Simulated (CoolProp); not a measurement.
A simple Rankine cycle with R365MFC: condensing at 331.15 K, boiler at 0.741 MPa, turbine inlet 499 K, turbine efficiency 0.65, pump efficiency 0.8, no recuperator. Each further row changes one setting.

Values from CoolProp's reference Helmholtz-energy equation of state, Lemmon 2016.

```
case                             thermal efficiency (%)  net work (kJ/kg)  heat in (kJ/kg)  turbine exit temperature (K)  volume ratio over the turbine
-------------------------------  ----------------------  ----------------  ---------------  ----------------------------  -----------------------------
as stated                                           6.1              23.0              377                         477.4                           4.03
condensing temperature 323.15 K                     7.0                 ?              388                         473.8                              ?
boiler pressure 0.519 MPa                           4.6                 ?                ?                         483.3                           2.80
turbine efficiency 0.55                               ?                 ?              377                         480.2                              ?
```

Task: What belongs in the gaps?

Result: 
- condensing temperature 323.15 K, net work (kJ/kg): 27.3
- condensing temperature 323.15 K, volume ratio over the turbine: 5.21
- boiler pressure 0.519 MPa, net work (kJ/kg): 17.5
- boiler pressure 0.519 MPa, heat in (kJ/kg): 379
- turbine efficiency 0.55, thermal efficiency (%): 5.1
- turbine efficiency 0.55, net work (kJ/kg): 19.3
- turbine efficiency 0.55, volume ratio over the turbine: 4.06
